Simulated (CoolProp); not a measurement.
A single-stage vapour-compression cycle with R404A: evaporating at 261.15 K (dew point), condensing at 321.15 K (bubble point), superheat 5 K, subcooling 0 K, compressor efficiency 0.85, no pressure losses. Each further row changes one setting.

Model: reference Helmholtz-energy equation of state, Lemmon 2003, in CoolProp. It is a pseudo-pure fit of the blend.

```json
[
 {"case": "as stated", "cooling COP": "2.21", "pressure ratio": "5.50", "discharge temperature (K)": "337.6", "refrigerating effect (kJ/kg)": "90.3", "volumetric capacity (kJ/m³)": "1790"},
 {"case": "evaporating temperature 266.15 K", "cooling COP": "2.54", "pressure ratio": "4.63", "discharge temperature (K)": "336.5", "refrigerating effect (kJ/kg)": "…", "volumetric capacity (kJ/m³)": "2190"},
 {"case": "condensing temperature 316.15 K", "cooling COP": "2.59", "pressure ratio": "4.89", "discharge temperature (K)": "…", "refrigerating effect (kJ/kg)": "…", "volumetric capacity (kJ/m³)": "1970"},
 {"case": "subcooling 5 K", "cooling COP": "…", "pressure ratio": "5.50", "discharge temperature (K)": "337.6", "refrigerating effect (kJ/kg)": "99.3", "volumetric capacity (kJ/m³)": "1970"},
 {"case": "superheat 15 K", "cooling COP": "2.28", "pressure ratio": "5.50", "discharge temperature (K)": "346.8", "refrigerating effect (kJ/kg)": "99.5", "volumetric capacity (kJ/m³)": "1870"},
 {"case": "compressor efficiency 0.75", "cooling COP": "1.95", "pressure ratio": "5.50", "discharge temperature (K)": "341.8", "refrigerating effect (kJ/kg)": "90.3", "volumetric capacity (kJ/m³)": "1790"}
]
```

Problem. Fill in the missing entries.

Solution. 
- evaporating temperature 266.15 K, refrigerating effect (kJ/kg): 93.1
- condensing temperature 316.15 K, discharge temperature (K): 331.9
- condensing temperature 316.15 K, refrigerating effect (kJ/kg): 99.0
- subcooling 5 K, cooling COP: 2.43
